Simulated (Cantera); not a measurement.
Cantera run:

```python
import numpy as np
import cantera as ct

gas_names = """
    CL CLO CL2 N NO NO2 NO3 N2 N2O O O2 O3 Si SiCL SiCL2 SiCL3 SiCL4 SiN SiO SiO2 Si2 Si2N Si3
""".split()
cond_names = """
    Si(cr) Si(L) SiO2(Lqz) SiO2(hqz) SiO2(L) Si2N2O(s) Si3N4(a)
""".split()


def load(file, names, dense=False):
    # The tables refer to 1 bar. Condensed volumes are neglected.
    table = {s.name: s for s in ct.Species.list_from_file(file)}
    out = []
    for n in names:
        d = dict(table[n].input_data)
        d["thermo"] = dict(d["thermo"], **{"reference-pressure": 1e5})
        if dense:
            d["equation-of-state"] = {"model": "constant-volume", "density": "1e6 g/cm^3"}
        out.append(ct.Species.from_dict(d))
    return out


gas = ct.Solution(thermo="ideal-gas", species=load("nasa_gas.yaml", gas_names))
cond = {s.name: ct.Solution(thermo="fixed-stoichiometry", species=[s], name=s.name)
        for s in load("nasa_condensed.yaml", cond_names, dense=True)}
atoms = {
    'SiO2': {'Si': 1, 'O': 2},
    'Cl2': {'CL': 2},
    'N2': {'N': 2},
}
top_T = {'Si2N2O(s)': 2100, 'Si3N4(a)': 2400}  # K; cautious upper limits of use, not melting points


def equilibrate(T, P, feed):
    n = {}
    for name, mol in feed.items():
        for a, k in atoms[name].items():
            n[a] = n.get(a, 0.0) + k * mol
    gas.TPX = T, P, n
    mass = sum(n.values()) * gas.mean_molecular_weight
    gas.equilibrate("TP")
    valid = [c for c in cond.values() if c.min_temp <= T <= top_T.get(c.name, c.max_temp)]
    mix = ct.Mixture([(gas, mass / gas.mean_molecular_weight)] + [(c, 0.0) for c in valid])
    mix.T, mix.P = T, P
    mix.equilibrate("TP", solver="vcs", rtol=1e-11, max_steps=5000)
    return mix


results = []
feed = {'SiO2': 1, 'Cl2': 1.4, 'N2': 5.2}  # mol
T = 1375  # K
P = 1000  # Pa
mix = equilibrate(T, P, feed)
results.append((T, P, feed, dict(zip(mix.species_names, mix.species_moles))))
print(gas.report(threshold=0.001))
for i in range(1, mix.n_phases):
    print(f"{mix.phase(i).name:16s} {mix.phase_moles(i):12.5e} mol")
```

Output:

```
       temperature   1375 K
          pressure   1000 Pa
           density   0.0030966 kg/m^3
  mean mol. weight   35.402 kg/kmol
   phase of matter   gas

                          1 kg             1 kmol
                     ---------------   ---------------
          enthalpy        1.2756e+06        4.5159e+07  J
   internal energy        9.5269e+05        3.3727e+07  J
           entropy            8072.1        2.8577e+05  J/K
    Gibbs function       -9.8236e+06       -3.4777e+08  J
 heat capacity c_p             951.5             33685  J/K
 heat capacity c_v            716.64             25370  J/K

                      mass frac. Y      mole frac. X     chem. pot. / RT
                     ---------------   ---------------   ---------------
                CL           0.09242          0.092294           -18.259
               CL2           0.31256           0.15607           -36.518
                N2           0.59468           0.75152           -30.639
     [  +20 minor]        0.00033128        0.00011996

Si(cr)            0.00000e+00 mol
SiO2(hqz)         9.99605e-01 mol
Si2N2O(s)         0.00000e+00 mol
Si3N4(a)          0.00000e+00 mol
```

These are equilibrium values from Cantera (NASA tables, ideal gas, pure condensed phases), not measurements of a reactor. The tables hold silica as quartz up to 1696 K and as liquid above; real silica turns to tridymite and cristobalite and melts near 1996 K.
